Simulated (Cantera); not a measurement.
Gas mixture: C2H2 : CO2 : CH3OH : H2O = 0.84 : 0.61 : 0.97 : 0.13 (molar parts), at 360000 Pa, frozen composition.

Cantera's kinetic-theory transport with the Lennard-Jones parameters of GRI-Mech 3.0, ideal gas; thermal conductivity in the mixture-averaged form. Polar gases are described roughly by these parameters. The composition is frozen, though it would react at the higher temperatures.

D: mixture-averaged diffusion coefficient of that species in the mixture.

| T (K) | ρ (kg/m³) | cp (J/kg/K) | μ (µPa s) | λ (mW/m/K) | Pr | D (cm²/s) OH | D (cm²/s) CH3 | D (cm²/s) NH3 |
|---|---|---|---|---|---|---|---|---|
| 400 | 3.49 | 1482 | 15.0 | ? | 0.737 | 0.119 | 0.0834 | 0.0788 |
| 650 | 2.15 | 1865 | 23.2 | ? | 0.745 | 0.280 | 0.201 | 0.202 |
| 900 | 1.55 | 2129 | 30.2 | ? | 0.749 | 0.488 | 0.355 | 0.369 |
| 1150 | 1.21 | 2334 | 36.5 | ? | 0.754 | 0.739 | 0.540 | 0.574 |
| 1400 | 0.996 | 2483 | 42.2 | ? | 0.756 | 1.03 | 0.753 | 0.812 |
| 1650 | 0.845 | 2594 | 47.4 | ? | 0.757 | 1.35 | 0.993 | 1.08 |
| 1900 | 0.734 | 2676 | 52.2 | ? | 0.756 | 1.71 | 1.26 | 1.38 |

Question: Some entries are withheld; supply them.

Answer: 
- 400, λ (mW/m/K): 30.1
- 650, λ (mW/m/K): 58.0
- 900, λ (mW/m/K): 86.0
- 1150, λ (mW/m/K): 113
- 1400, λ (mW/m/K): 138
- 1650, λ (mW/m/K): 162
- 1900, λ (mW/m/K): 185
